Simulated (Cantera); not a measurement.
Input (Python, Cantera) and output of one run.

```python
import numpy as np
import cantera as ct

gas_names = [...]  # 151 gases of nasa_gas.yaml made of C, H, N, O, Si
cond_names = """
    C(gr) C6H6(L) C7H8(L) C8H18(L),n-octa H2O(s) H2O(L) Si(cr) Si(L) SiC(b) SiO2(Lqz) SiO2(hqz) SiO2(L)
    Si2N2O(s) Si3N4(a)
""".split()


# ... load() reads the species with a 1 bar reference pressure and builds the phases ...
atoms = {
    'SiH4': {'Si': 1, 'H': 4},
    'CO2': {'C': 1, 'O': 2},
    'N2': {'N': 2},
    'NO': {'N': 1, 'O': 1},
}
top_T = {'C(gr)': 4500, 'SiC(b)': 3050, 'Si2N2O(s)': 2100, 'Si3N4(a)': 2400}  # K; cautious upper limits of use, not melting points


# ... equilibrate(T, P, feed) seeds the gas with the atoms and calls Mixture.equilibrate('TP', solver="vcs", rtol=1e-11, max_steps=5000) ...
results = []
feed = {'SiH4': 1, 'CO2': 1.4, 'N2': 18, 'NO': 0.59}  # mol
T = 1100  # K
P = 3100  # Pa
mix = equilibrate(T, P, feed)
results.append((T, P, feed, dict(zip(mix.species_names, mix.species_moles))))
x = sorted(zip(gas.X, gas.species_names), reverse=True)
print(f"T = {T:g} K  P = {P:g} Pa  gas = {mix.phase_moles(0):.4g} mol")
print("   x: " + "  ".join(f"{s} {v:.3e}" for v, s in x if v > 1e-06))
print("   condensed (mol): " + ("  ".join(f"{mix.phase(i).name} {mix.phase_moles(i):.4g}"
      for i in range(1, mix.n_phases) if mix.phase_moles(i) > 1e-12) or "none"))
```

Output:

```
T = 1100 K  P = 3100 Pa  gas = 21.68 mol
   x: N2 8.437e-01  H2 9.219e-02  CO 6.406e-02  H2O 1.638e-05  CO2 1.123e-05  CH4 9.458e-06  HCN 6.199e-06
   condensed (mol): C(gr) 0.01026  SiO2(hqz) 1
```

Method: chemical equilibrium by Gibbs-energy minimisation in Cantera with the NASA 1993 tables (ideal gas, pure condensed phases).
